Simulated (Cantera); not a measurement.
Source: NASA polynomial tables (part measured, part estimated), evaluated in Cantera. Values are per mole of reaction as written; species without (g) are pure solids or liquids, kept so even where they would boil at 1 bar.

Fe + Cl2(g) ⇌ FeCl2(g), with ΔH° = -141.0 kJ and ΔS° = 48.9 J/K at 300 K.

### Question
How far is the shortcut ΔG° ≈ ΔH°(300 K) − T·ΔS°(300 K) from the full temperature-dependent value at 1648, 1748, 1848, 1948, 2048, 2148, 2248, 2348 K?

### Answer
```tsv
T (K)	shortcut (kJ)	full (kJ)	difference (kJ)	difference in log10 K	condensed phases
1648	-221.6	-208.6	-13.0	0.41	Fe(γ)
1748	-226.5	-211.6	-14.9	0.44	Fe(δ)
1848	-231.3	-214.2	-17.2	0.49	Fe(l)
1948	-236.2	-216.2	-20.1	0.54	Fe(l)
2048	-241.1	-218.1	-23.0	0.59	Fe(l)
2148	-246.0	-219.9	-26.1	0.63	Fe(l)
2248	-250.9	-221.7	-29.2	0.68	Fe(l)
2348	-255.8	-223.3	-32.5	0.72	Fe(l)
```
The shortcut ignores heat capacities and the phase changes listed.
